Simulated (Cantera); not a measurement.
A perfectly stirred reactor is fed with H2 : O2 : N2 = 0.041 : 1 : 2.3 (molar parts), at 20.0 Torr; it is held at 1200 K, and followed from long to short residence time.

Computed with Cantera and the H2/O2 subset of GRI-Mech 3.0, which has no nitrogen chemistry. Radical loss at walls, strong at low pressure, is not modelled.

Question: What does this change do: pressure from 20.0 Torr to 2.48 Torr?

Answer: 
| quantity | before | after |
|---|---|---|
| x(H2) at τ = 17.0 s | 1.08e-5 | 5.40e-5 |
| x(O2) at τ = 17.0 s | 0.295 | 0.294 |
| x(H2O) at τ = 17.0 s | 0.0123 | 0.0120 |
| x(H) at τ = 17.0 s | 3.88e-6 | 0.000203 |
| x(O) at τ = 17.0 s | 0.000149 | 0.00210 |
| x(H2) at τ = 0.380 s | 0.000102 | 0.000325 |
| x(O2) at τ = 0.380 s | 0.294 | 0.290 |
| x(H2O) at τ = 0.380 s | 0.0120 | 0.0107 |
| x(H) at τ = 0.380 s | 0.000147 | 0.00154 |
| x(O) at τ = 0.380 s | 0.00162 | 0.00756 |

Question: What does this change do: H2 0.041 to 0.083 parts?

Answer: 
```tsv
quantity	before	after
x(H2) at τ = 17.0 s	1.08e-5	1.83e-5
x(O2) at τ = 17.0 s	0.295	0.287
x(H2O) at τ = 17.0 s	0.0123	0.0247
x(H) at τ = 17.0 s	3.88e-6	7.05e-6
x(O) at τ = 17.0 s	0.000149	0.000173
x(H2) at τ = 0.380 s	0.000102	0.000186
x(O2) at τ = 0.380 s	0.294	0.285
x(H2O) at τ = 0.380 s	0.0120	0.0242
x(H) at τ = 0.380 s	0.000147	0.000285
x(O) at τ = 0.380 s	0.00162	0.00199
```
